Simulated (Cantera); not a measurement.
Feed: 1 mol SiCl₄, 0.23 mol H₂O, 8.3 mol H₂, equilibrated at 1150 °C and 8.40 Pa.

Equilibrium computed with Cantera from the NASA thermochemical tables; the gas is ideal and each condensed phase is pure. Candidate condensed phases: H₂O, Si, SiO₂; 30 gas species. The tables' values for SiCl₃, SiCl are old estimates; treat these amounts as uncertain. Rates play no part.

Base state: H₂ 0.679, HCl 0.228, SiCl₂ 0.0707, SiO 0.0214, SiCl₃ 0.000753, H 0.000597, Cl 0.000164, SiCl₄ 3.17e-5 (mole fractions); condensed: gas only.

**Question.** What changes in the equilibrium state with this change: temperature from 1150 °C to 875 °C?

**Answer.** 
```
species               before    after
-------------------  -------  -------
H₂                     0.679    0.723
HCl                    0.228    0.192
SiCl₂                 0.0707   0.0688
SiO                   0.0214  0.00105
SiCl₄                3.17e-5  0.00796
SiCl                 2.06e-5  1.02e-7
SiO₂(β-quartz), mol        0    0.110
```
The tables' values for SiCl₃ are old estimates; treat these amounts as uncertain. The tables hold silica as quartz up to 1696 K and as liquid above; real silica turns to tridymite and cristobalite and melts near 1996 K.

**Question.** What changes in the equilibrium state with this change: temperature from 1150 °C to 952 °C?

**Answer.** 
| species | before | after |
|---|---|---|
| H₂ | 0.679 | 0.699 |
| HCl | 0.228 | 0.212 |
| SiCl₂ | 0.0707 | 0.0737 |
| SiO | 0.0214 | 0.00884 |
| SiCl₄ | 3.17e-5 | 0.00155 |
| SiCl | 2.06e-5 | 5.74e-7 |
| Cl | 0.000164 | 7.44e-6 |
| SiHCl₃ | 7.35e-6 | 0.000159 |
| H | 0.000597 | 2.84e-5 |
| SiO₂(β-quartz), mol | 0 | 0.0682 |
The tables' values for SiCl₃ are old estimates; treat these amounts as uncertain. The tables hold silica as quartz up to 1696 K and as liquid above; real silica turns to tridymite and cristobalite and melts near 1996 K.
